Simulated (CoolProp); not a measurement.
Hydrogen chloride at 404.92 K and 9.86 MPa is throttled through a valve to 4.34 MPa with no heat exchange. Each further row changes one setting.

Computed with CoolProp (reference Helmholtz-energy equation of state, Thol 2018).

| case | temperature change (K) | final density (kg/m³) |
|---|---|---|
| as stated | -42.3 | 61.5 |
| outlet pressure 1.3 MPa | -74.5 | 18.3 |
| outlet pressure 5.64 MPa | -30.8 | 79.8 |
